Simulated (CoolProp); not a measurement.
Vapour-liquid equilibrium of R1234yf (1) + R227EA (2) at 810 kPa; x and y are mole fractions of (1).

Model: multi-fluid Helmholtz-energy mixture model, Lemmon 2022 and Lemmon 2016; pair parameters Bell 2016, in CoolProp.

```tsv
x	bubble temperature (K)	y at the bubble point	dew temperature at overall composition x (K)	liquid density (mol/L)
0.05	317.6	0.065	317.8	7.697
0.125	316.4	0.160	316.8	7.815
0.2	315.3	0.249	315.9	7.936
0.275	314.1	0.335	314.9	8.058
0.35	313.0	0.417	313.9	8.183
0.425	312.0	0.495	312.9	8.310
0.5	310.9	0.571	311.9	8.439
0.575	309.9	0.643	310.9	8.571
0.65	308.9	___	309.8	8.705
0.725	307.9	0.779	308.7	8.842
0.8	306.9	0.843	___	___
0.875	306.0	0.904	306.4	___
0.95	305.0	0.962	305.2	9.270
```

What belongs in the gaps?


- 0.65, y at the bubble point: 0.712
- 0.8, dew temperature at overall composition x (K): 307.6
- 0.8, liquid density (mol/L): 8.982
- 0.875, liquid density (mol/L): 9.125

No azeotrope shows between x = 0.05 and 0.95.

The pair parameters rest on a limited set of measurements; away from them the model extrapolates.
